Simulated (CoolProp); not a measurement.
Aqueous potassium carbonate as a coolant, 20 % by mass, freezing at -8.8 °C, 1 atm.

Model: Melinder's fits for secondary coolants, in CoolProp.

```json
[
 {"T (°C)": "-1.1", "conductivity (W/(m K))": "0.544", "cp (kJ/(kg K))": "3.276", "density (kg/m³)": "…", "viscosity (mPa s)": "…"},
 {"T (°C)": "6.6", "conductivity (W/(m K))": "0.556", "cp (kJ/(kg K))": "3.288", "density (kg/m³)": "1196", "viscosity (mPa s)": "…"},
 {"T (°C)": "14.4", "conductivity (W/(m K))": "0.569", "cp (kJ/(kg K))": "3.300", "density (kg/m³)": "1193", "viscosity (mPa s)": "1.94"},
 {"T (°C)": "22.2", "conductivity (W/(m K))": "0.582", "cp (kJ/(kg K))": "3.312", "density (kg/m³)": "1189", "viscosity (mPa s)": "1.64"},
 {"T (°C)": "29.9", "conductivity (W/(m K))": "0.595", "cp (kJ/(kg K))": "3.323", "density (kg/m³)": "…", "viscosity (mPa s)": "1.41"},
 {"T (°C)": "37.7", "conductivity (W/(m K))": "…", "cp (kJ/(kg K))": "…", "density (kg/m³)": "…", "viscosity (mPa s)": "1.21"}
]
```

### Question
Complete the blanks.

### Answer

- -1.1, density (kg/m³): 1198
- -1.1, viscosity (mPa s): 2.88
- 6.6, viscosity (mPa s): 2.33
- 29.9, density (kg/m³): 1186
- 37.7, conductivity (W/(m K)): 0.609
- 37.7, cp (kJ/(kg K)): 3.334
- 37.7, density (kg/m³): 1182
